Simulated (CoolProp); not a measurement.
Saturation properties of n-pentane (Tc = 469.7 K, pc = 3368 kPa, ω = 0.251).

Computed with CoolProp (reference Helmholtz-energy equation of state, Thol 2019).

| T (K) | p (kPa) | vapour density (kg/m³) | enthalpy of vaporisation (kJ/kg) | surface tension (mN/m) | liquid viscosity (µPa s) | liquid conductivity (mW/(m K)) |
|---|---|---|---|---|---|---|
| 314.6 | 121.4 | 3.524 | 353.3 | 13.7 | 152 | 106 |
| 321.8 | 152.8 | 4.377 | 347.3 | 12.9 | 142 | 104 |
| 329 | 190.1 | 5.384 | 341.0 | 12.1 | 132 | 101 |
| 336.2 | 234.1 | 6.563 | 334.6 | 11.3 | 123 | 98.7 |
| 343.3 | 284.7 | 7.917 | 327.9 | 10.6 | 115 | 96.4 |
| 350.5 | 344.1 | 9.507 | 320.9 | 9.85 | 107 | 94.1 |
| 357.7 | 412.4 | 11.34 | 313.5 | 9.11 | 99.1 | 92.0 |
| 364.9 | 490.5 | 13.45 | 305.8 | 8.38 | 92.1 | 89.9 |
| 372.1 | 579.2 | 15.88 | 297.7 | 7.66 | 85.4 | 87.9 |
| 379.3 | 679.3 | 18.65 | 289.2 | 6.96 | 79.2 | 85.9 |

It boils at 309.2 K under 1 atm.

Viscosity comes from a separate model (Quiñones-Cisneros 2006), older than the equation that it now runs on, and unchecked against measurements. Thermal conductivity comes from a separate model (Vassiliou 2015). Surface tension comes from a separate correlation (Mulero 2012).
